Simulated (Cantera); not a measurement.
A diamond (100) surface in a fixed gas of H2 with x(CH4) = 0.012, x(CH3) = 0.00066, at 1275 K, 120 Torr; coverages are run to steady state.

Model: the Harris–Goodwin 1993 mechanism for the reconstructed diamond (100) surface, integrated in Cantera.

θ: site fractions in the mechanism's names (c6HH fully hydrogenated, c6H* and c6*H radical sites, c6** diradical, c6HM methylated).

```json
[
 {"x(H)": "0.0001", "growth (µm/h)": "1.16", "θ c6HH": "0.641", "θ c6H*": "0.0282", "θ c6*H": "0.314", "θ c6**": "0.00363", "θ c6HM": "…"},
 {"x(H)": "0.0002", "growth (µm/h)": "2.96", "θ c6HH": "0.548", "θ c6H*": "0.0352", "θ c6*H": "0.392", "θ c6**": "0.00781", "θ c6HM": "…"},
 {"x(H)": "0.00039", "growth (µm/h)": "6.09", "θ c6HH": "0.482", "θ c6H*": "0.0400", "θ c6*H": "0.446", "θ c6**": "0.0140", "θ c6HM": "…"},
 {"x(H)": "0.00077", "growth (µm/h)": "11.1", "θ c6HH": "0.439", "θ c6H*": "0.0429", "θ c6*H": "0.478", "θ c6**": "0.0216", "θ c6HM": "0.00625"},
 {"x(H)": "0.0015", "growth (µm/h)": "18.5", "θ c6HH": "0.415", "θ c6H*": "0.0445", "θ c6*H": "0.496", "θ c6**": "0.0288", "θ c6HM": "0.00672"},
 {"x(H)": "0.003", "growth (µm/h)": "29.8", "θ c6HH": "0.400", "θ c6H*": "0.0454", "θ c6*H": "0.505", "θ c6**": "0.0346", "θ c6HM": "0.00668"},
 {"x(H)": "0.0059", "growth (µm/h)": "45.7", "θ c6HH": "0.393", "θ c6H*": "0.0459", "θ c6*H": "0.510", "θ c6**": "0.0384", "θ c6HM": "…"},
 {"x(H)": "0.012", "growth (µm/h)": "67.5", "θ c6HH": "0.390", "θ c6H*": "0.0465", "θ c6*H": "0.513", "θ c6**": "0.0408", "θ c6HM": "…"},
 {"x(H)": "0.023", "growth (µm/h)": "89.0", "θ c6HH": "0.389", "θ c6H*": "0.0470", "θ c6*H": "0.515", "θ c6**": "0.0421", "θ c6HM": "…"}
]
```

Task: Fill in the missing entries.

Result: 
- 0.0001, θ c6HM: 0.00335
- 0.0002, θ c6HM: 0.00444
- 0.00039, θ c6HM: 0.00543
- 0.0059, θ c6HM: 0.00605
- 0.012, θ c6HM: 0.00484
- 0.023, θ c6HM: 0.00350
